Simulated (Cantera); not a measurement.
## Pyrogenic steam for wet oxidation

A perfectly stirred reactor is fed with 30.9 % H₂, 18.2 % O₂, 50.9 % N₂, equivalence ratio 0.85, at 0.188 atm; it is held at 1275 K, and followed from long to short residence time.

Detailed kinetics in Cantera: GRI-Mech 3.0 (53 species, 325 reactions). The temperature is held fixed by assumption; the heat of reaction is taken as removed at once.

```
τ (s)      x H₂    x O₂       x O    x HO₂     x NO
------  -------  ------  --------  -------  -------
0.35    0.00136  0.0327  0.000181  6.17e-6  6.28e-7
0.19    0.00202  0.0329  0.000274  7.30e-6  8.11e-7
0.10    0.00303  0.0333  0.000420  8.40e-6  1.12e-6
0.054   0.00443  0.0340  0.000632  9.37e-6  1.55e-6
0.029   0.00641  0.0349  0.000948  1.03e-5  2.16e-6
0.015   0.00932  0.0364   0.00145  1.11e-5  3.03e-6
0.0083   0.0128  0.0383   0.00210  1.19e-5  3.98e-6
0.0044   0.0176  0.0410   0.00309  1.28e-5  5.13e-6
```
x: mole fraction; the columns are a selection and need not sum to one.
